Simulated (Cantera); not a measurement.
A diamond (100) surface in a fixed gas of H2 with x(CH4) = 0.018, x(H) = 0.025, x(CH3) = 0.00021, at 1225 K; coverages are run to steady state.

Cantera simulation using the Harris–Goodwin 1993 mechanism for the reconstructed diamond (100) surface; the numbers are that mechanism's predictions, not measurements.

θ: site fractions in the mechanism's names (c6HH fully hydrogenated, c6H* and c6*H radical sites, c6** diradical, c6HM methylated).

```
P (Pa)  growth (µm/h)  θ c6HH  θ c6H*  θ c6*H  θ c6**  θ c6HM
------  -------------  ------  ------  ------  ------  ------
660             0.333   0.421  0.0412   0.502  0.0345       …
1100            0.735   0.421  0.0412   0.502  0.0345       …
1700             1.45   0.421  0.0412   0.502  0.0345       …
2800             3.10   0.421  0.0413   0.502  0.0345       …
4500             6.17   0.421  0.0413   0.501  0.0345       …
7300             12.0   0.421  0.0415   0.501  0.0346       …
12000            22.5   0.421  0.0417   0.501  0.0346       …
19000            39.1   0.420  0.0421   0.500  0.0347       …
```

Q: Complete the blanks.

A: 
- 660, θ c6HM: 0.000276
- 1100, θ c6HM: 0.000422
- 1700, θ c6HM: 0.000585
- 2800, θ c6HM: 0.000811
- 4500, θ c6HM: 0.00105
- 7300, θ c6HM: 0.00128
- 12000, θ c6HM: 0.00150
- 19000, θ c6HM: 0.00165
